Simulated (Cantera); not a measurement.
An isothermal, constant-pressure homogeneous reactor starts with 37.0 % C3H8, 63.0 % H2, at 1700 K and 0.0133 bar.

Cantera simulation using GRI-Mech 3.0 (53 species, 325 reactions); the numbers are that mechanism's predictions, not measurements. GRI-Mech 3.0 was tuned for natural gas; its chemistry of propane as a main component is partial and can be far from experiment. GRI-Mech 3.0 stops at C3 and has no aromatics, soot or wall deposition, so with more carbon than oxygen in the feed, carbon stays in small species such as C2H2 where larger ones or solid carbon would form. Radical loss at walls, strong at low pressure, is not modelled.

x: mole fraction; the columns are a selection and need not sum to one.

| t (s) | x C3H8 | x H2 | x C2H2 | x CH4 | x CH3 |
|---|---|---|---|---|---|
| 1.00e-6 | 0.369 | 0.629 | 7.76e-11 | 5.85e-6 | 0.000742 |
| 4.45e-6 | 0.365 | 0.627 | 8.05e-9 | 0.000114 | 0.00326 |
| 1.98e-5 | 0.343 | 0.619 | ? | ? | ? |
| 8.80e-5 | 0.210 | 0.565 | 0.000893 | 0.0458 | 0.0711 |
| 0.000391 | 0.00264 | 0.506 | 0.0644 | 0.194 | 0.0462 |
| 0.00174 | 1.02e-6 | 0.564 | 0.156 | 0.190 | 0.00857 |
| 0.00775 | 6.46e-8 | 0.595 | 0.202 | 0.173 | 0.00303 |
| 0.0345 | 3.12e-8 | 0.619 | 0.224 | 0.151 | 0.00241 |
| 0.153 | 1.05e-8 | 0.664 | 0.239 | 0.0934 | 0.00174 |
| 0.682 | 5.19e-10 | 0.713 | 0.256 | 0.0291 | 0.000682 |
| 3.03 | 4.49e-12 | 0.732 | 0.262 | 0.00498 | 0.000147 |
| 13.5 | <1e-12 | 0.735 | 0.263 | ? | ? |
| 60.0 | <1e-12 | 0.735 | 0.263 | 0.000551 | 1.67e-5 |

Question: Some entries are withheld; supply them.

Answer: 
- 1.98e-5, x C2H2: 2.15e-6
- 1.98e-5, x CH4: 0.00234
- 1.98e-5, x CH3: 0.0162
- 13.5, x CH4: 0.00103
- 13.5, x CH3: 3.14e-5
